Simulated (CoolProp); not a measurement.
Saturation properties of normal hydrogen (Tc = 33.1 K, pc = 1.296 MPa, ω = -0.219).

The numbers come from the reference Helmholtz-energy equation of state, Leachman 2009 in CoolProp.

```tsv
T (K)	p (MPa)	liquid density (kg/m³)	vapour density (kg/m³)	surface tension (mN/m)	vapour viscosity (µPa s)
24.3	0.2759	65.76	[?]	1.24	1.23
25.1	0.3278	64.55	[?]	1.11	[?]
25.9	0.3862	63.25	4.673	[?]	[?]
26.7	0.4515	61.86	5.475	0.848	1.40
27.5	0.5242	60.35	6.398	[?]	[?]
28.3	0.6047	58.70	7.470	0.596	1.53
29.1	0.6936	56.88	8.729	0.475	1.61
29.9	0.7914	54.82	10.23	0.359	1.70
30.7	0.8988	52.41	12.09	0.251	1.81
31.5	1.016	49.44	14.50	0.153	1.96
32.3	1.145	45.33	18.02	0.0734	2.17
```

Question: Some entries are withheld; supply them.

Answer: 
- 24.3, vapour density (kg/m³): 3.365
- 25.1, vapour density (kg/m³): 3.975
- 25.1, vapour viscosity (µPa s): 1.28
- 25.9, surface tension (mN/m): 0.978
- 25.9, vapour viscosity (µPa s): 1.34
- 27.5, surface tension (mN/m): 0.721
- 27.5, vapour viscosity (µPa s): 1.46

It boils at 20.4 K under 1 atm.

Viscosity comes from a separate model (Muzny 2013). Surface tension comes from a separate correlation (Mulero 2012).
